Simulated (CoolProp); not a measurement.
Vapour-liquid equilibrium of dimethyl carbonate (1) + n-nonane (2) at 0.328 bar; x and y are mole fractions of (1).

Values from CoolProp's multi-fluid Helmholtz-energy mixture model, Zhou 2011 and Lemmon 2006; pair parameters Bell 2016.

Give the bubble temperature and the first vapour's composition at x = 0.05, 0.125, 0.35. Is there an azeotrope?

x = 0.05: 94.8 °C, y = 0.490; x = 0.125: 78.9 °C, y = 0.746; x = 0.35: 63.0 °C, y = 0.894. No azeotrope shows between x = 0.05 and 0.95.

Pair parameters are fitted to limited data, so mixtures are less certain than the pure fluids. With so large a gap from Raoult's law the liquid may split in two, which this calculation doesn't test in full.
